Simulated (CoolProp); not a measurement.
Vapour-liquid equilibrium of R125 (1) + propylene (2) at 243 K; x and y are mole fractions of (1).

Model: multi-fluid Helmholtz-energy mixture model, Lemmon 2005 and Lemmon 2013; pair parameters Bell 2016, in CoolProp.

```csv
x,bubble pressure (kPa),y at the bubble point,dew pressure at overall composition x (kPa),liquid density (mol/L)
0.05,231.6,?,218.3,13.82
0.2,269.2,0.335,?,13.38
0.35,?,0.439,271.9,13.01
0.5,289.9,0.514,289.5,12.70
0.65,287.4,0.591,281.3,?
0.8,274.8,?,?,12.24
0.95,243.7,0.891,234.3,12.09
```

### Question
Complete the blanks.

### Answer

- 0.05, y at the bubble point: 0.129
- 0.2, dew pressure at overall composition x (kPa): 244.4
- 0.35, bubble pressure (kPa): 284.8
- 0.65, liquid density (mol/L): 12.44
- 0.8, y at the bubble point: 0.697
- 0.8, dew pressure at overall composition x (kPa): 258.6

y crosses x between x = 0.5 and 0.65: the model has an azeotrope there.

The pair parameters rest on a limited set of measurements; away from them the model extrapolates.
